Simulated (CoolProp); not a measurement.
A simple Rankine cycle with R142b: condensing at 324.15 K, boiler at 1.87 MPa, turbine inlet 469 K, turbine efficiency 0.8, pump efficiency 0.6, no recuperator. Each further row changes one setting.

The numbers come from the reference Helmholtz-energy equation of state, Lemmon 2006 in CoolProp. It is a short technical equation, of lower accuracy than the large ones.

```csv
case,thermal efficiency (%),net work (kJ/kg),heat in (kJ/kg),turbine exit temperature (K),volume ratio over the turbine
as stated,(withheld),(withheld),323,(withheld),2.64
condensing temperature 316.15 K,9.1,30.5,(withheld),(withheld),(withheld)
boiler pressure 1.31 MPa,(withheld),16.8,(withheld),448.4,1.84
turbine efficiency 0.7,6.7,21.7,323,438.8,2.66
```

Some entries are withheld; supply them.


- as stated, thermal efficiency (%): 7.7
- as stated, net work (kJ/kg): 25.1
- as stated, turbine exit temperature (K): 435.6
- condensing temperature 316.15 K, heat in (kJ/kg): 334
- condensing temperature 316.15 K, turbine exit temperature (K): 429.2
- condensing temperature 316.15 K, volume ratio over the turbine: 3.23
- boiler pressure 1.31 MPa, thermal efficiency (%): 5.1
- boiler pressure 1.31 MPa, heat in (kJ/kg): 329
